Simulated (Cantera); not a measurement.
Input (Python, Cantera) and output of one run.

```python
import numpy as np
import cantera as ct

gas_names = [...]  # 87 gases of nasa_gas.yaml made of C, H, Si
cond_names = """
    C(gr) C6H6(L) C7H8(L) C8H18(L),n-octa Si(cr) Si(L) SiC(b)
""".split()


# ... load() reads the species with a 1 bar reference pressure and builds the phases ...
atoms = {
    'SiH4': {'Si': 1, 'H': 4},
    'C2H4': {'C': 2, 'H': 4},
    'H2': {'H': 2},
}
top_T = {'C(gr)': 4500, 'SiC(b)': 3050}  # K; cautious upper limits of use, not melting points


# ... equilibrate(T, P, feed) seeds the gas with the atoms and calls Mixture.equilibrate('TP', solver="vcs", rtol=1e-11, max_steps=5000) ...
results = []
T = 2573.15  # K
P = 1000  # Pa
for m in [1.3, 2.6, 5.3, 11, 22, 44, 89, 180, 360, 740, 1500]:
    feed = {'SiH4': 1, 'C2H4': 0.92, 'H2': m}  # mol
    mix = equilibrate(T, P, feed)
    results.append((T, P, feed, dict(zip(mix.species_names, mix.species_moles))))

top = {s: max(r[3][s] / sum(r[3][g] for g in gas_names) for r in results) for s in gas_names}
cols = sorted((s for s in top if top[s] > 1e-05), key=lambda s: -top[s])[:5]
seen = [c for c in cond_names if any(r[3].get(c, 0) > 1e-12 for r in results)]
print("log10 of partial pressures in bar; condensed amounts in mol")
print(f"{'n(H2)':>10s}" + "".join(f"{s[:9]:>10s}" for s in cols + seen))
for T, P, feed, n in results:
    ng = sum(n[g] for g in gas_names)
    print(f"{feed['H2']:10.4g}" + "".join(f"{np.log10(max(n[s] / ng * P / 1e5, 1e-99)):10.3f}" for s in cols)
          + "".join(f"{n.get(c, 0):10.4g}" for c in seen))
```

It prints:

```
log10 of partial pressures in bar; condensed amounts in mol
     n(H2)        H2         H        Si      SiC2 C2H2,acet     C(gr)
       1.3    -2.228    -2.578    -3.019    -3.516    -4.064     1.233
       2.6    -2.215    -2.571    -3.097    -3.594    -4.051       1.2
       5.3    -2.198    -2.563    -3.225    -3.722    -4.034     1.131
        11    -2.182    -2.555    -3.411    -3.908    -4.018    0.9845
        22    -2.170    -2.549    -3.633    -4.131    -4.006    0.7021
        44    -2.163    -2.545    -3.889    -4.386    -3.999    0.1371
        89    -2.157    -2.542    -4.131    -4.825    -4.190         0
       180    -2.153    -2.540    -4.390    -5.344    -4.445         0
       360    -2.151    -2.539    -4.664    -5.891    -4.716         0
       740    -2.150    -2.539    -4.962    -6.486    -5.012         0
      1500    -2.149    -2.538    -5.261    -7.085    -5.312         0
```

Method: chemical equilibrium by Gibbs-energy minimisation in Cantera with the NASA 1993 tables (ideal gas, pure condensed phases). Gases not in the tables: Si2H6 and higher silanes.
